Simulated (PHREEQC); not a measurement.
Consider water at 25 °C with 0.0076 mol HCl, 0.00019 mol FeSO4 and 0.017 mol Na2SO4 per kg of water. It is in equilibrium with CO2 at log p = -3.4 (atm). Otherwise closed; pH follows from the charge balance.

All values are PHREEQC results (ion-association model, phreeqc.dat), not measurements.

No solid was allowed to form.

**Question.** Order these S species by the share of S that they hold, largest first: SO4-2, FeSO4, HSO4-, NaSO4-.

**Answer.** SO4-2 (77 %), HSO4- (17 %), NaSO4- (5.8 %), FeSO4 (0.37 %)

The pH is 2.40 and the ionic strength 0.0513 mol/kgw.
